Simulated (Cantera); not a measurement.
NO annealing gas

A perfectly stirred reactor is fed with 23.8 % NO, 76.2 % N2, at 20.0 Torr; it is held at 2175 K, and followed from long to short residence time.

Computed with Cantera and GRI-Mech 3.0 (53 species, 325 reactions). Radical loss at walls, strong at low pressure, is not modelled.

```
τ (s)    x NO    x N2O    x NO2       x O      x O2   x N2
------  -----  -------  -------  --------  --------  -----
0.69    0.183  1.19e-5  1.39e-5   0.00237    0.0262  0.788
0.29    0.219  1.92e-5  9.82e-6   0.00147   0.00863  0.771
0.12    0.233  2.33e-5  5.88e-6  0.000859   0.00225  0.764
0.050   0.237  2.45e-5  3.18e-6  0.000450  0.000495  0.762
0.021   0.238  2.29e-5  1.46e-6  0.000201   9.16e-5  0.762
0.0088  0.238  1.83e-5  5.67e-7   7.92e-5   1.49e-5  0.762
0.0037  0.238  1.22e-5  1.92e-7   2.93e-5   2.29e-6  0.762
```
x: mole fraction; the columns are a selection and need not sum to one.
